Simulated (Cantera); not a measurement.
Cantera run:

```python
import numpy as np
import cantera as ct

gas_names = """
    Ca CaO CaOH CaO2H2 Ca2 H HO2 H2 H2O H2O2 O OH O2 O3
""".split()
cond_names = """
    Ca(a) Ca(b) Ca(L) CaO(s) CaO(L) CaO2H2(s) H2O(s) H2O(L)
""".split()


# ... load() reads the species with a 1 bar reference pressure and builds the phases ...
atoms = {
    'Ca(OH)2': {'Ca': 1, 'O': 2, 'H': 2},
    'H2O': {'H': 2, 'O': 1},
    'H2': {'H': 2},
}
top_T = {}  # K; cautious upper limits of use, not melting points


# ... equilibrate(T, P, feed) seeds the gas with the atoms and calls Mixture.equilibrate('TP', solver="vcs", rtol=1e-11, max_steps=5000) ...
results = []
feed = {'Ca(OH)2': 1, 'H2O': 2.9, 'H2': 0.058}  # mol
P = 130000  # Pa
for T in [575, 625, 675, 725, 775, 825, 875, 925, 975]:
    mix = equilibrate(T, P, feed)
    results.append((T, P, feed, dict(zip(mix.species_names, mix.species_moles))))
    x = sorted(zip(gas.X, gas.species_names), reverse=True)
    print(f"T = {T:g} K  P = {P:g} Pa  gas = {mix.phase_moles(0):.4g} mol")
    print("   x: " + "  ".join(f"{s} {v:.3e}" for v, s in x if v > 0.0001))
    print("   condensed (mol): " + ("  ".join(f"{mix.phase(i).name} {mix.phase_moles(i):.4g}"
          for i in range(1, mix.n_phases) if mix.phase_moles(i) > 1e-12) or "none"))
```

Result:

```
T = 575 K  P = 130000 Pa  gas = 2.958 mol
   x: H2O 9.804e-01  H2 1.961e-02
   condensed (mol): CaO2H2(s) 1
T = 625 K  P = 130000 Pa  gas = 2.958 mol
   x: H2O 9.804e-01  H2 1.961e-02
   condensed (mol): CaO2H2(s) 1
T = 675 K  P = 130000 Pa  gas = 2.958 mol
   x: H2O 9.804e-01  H2 1.961e-02
   condensed (mol): CaO2H2(s) 1
T = 725 K  P = 130000 Pa  gas = 2.958 mol
   x: H2O 9.804e-01  H2 1.961e-02
   condensed (mol): CaO2H2(s) 1
T = 775 K  P = 130000 Pa  gas = 2.958 mol
   x: H2O 9.804e-01  H2 1.961e-02
   condensed (mol): CaO2H2(s) 1
T = 825 K  P = 130000 Pa  gas = 3.958 mol
   x: H2O 9.853e-01  H2 1.465e-02
   condensed (mol): CaO(s) 1
T = 875 K  P = 130000 Pa  gas = 3.958 mol
   x: H2O 9.853e-01  H2 1.465e-02
   condensed (mol): CaO(s) 1
T = 925 K  P = 130000 Pa  gas = 3.958 mol
   x: H2O 9.853e-01  H2 1.465e-02
   condensed (mol): CaO(s) 1
T = 975 K  P = 130000 Pa  gas = 3.958 mol
   x: H2O 9.853e-01  H2 1.465e-02
   condensed (mol): CaO(s) 1
```

Equilibrium computed with Cantera from the NASA thermochemical tables; the gas is ideal and each condensed phase is pure.
